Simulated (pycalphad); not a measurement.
# Effect of Y content in Si-Y

All values are pycalphad results on the COST 507 light-alloy database (1999) (1 atm), not direct measurements. The database dates from 1999; later assessments differ in places, in temperatures and in the compounds included. Amounts are mole fractions of atoms. Kinetics are ignored, which matters at the lower temperatures.

### Question
One of these alloys has its liquidus at 1536 K, its solidus at 1485 K, and holds diamond (Si) 0.59, SI2Y_R 0.41 at 810 K. Which?
(A) Si-41.52Y (wt.%)
(B) Si-24.2Y (wt.%)
(C) Si-33.52Y (wt.%)
(D) Si-13.19Y (wt.%)

### Answer
C, Si-33.52Y (wt.%). The others: Si-13.19Y (wt.%), liquidus 1640, solidus 1485; Si-24.2Y (wt.%), liquidus 1555, solidus 1485; Si-41.52Y (wt.%), liquidus 1671, solidus 1485

Database names, with the compositions (at.%) that they take in these runs: SI2Y_R: Si 67 Y 33.
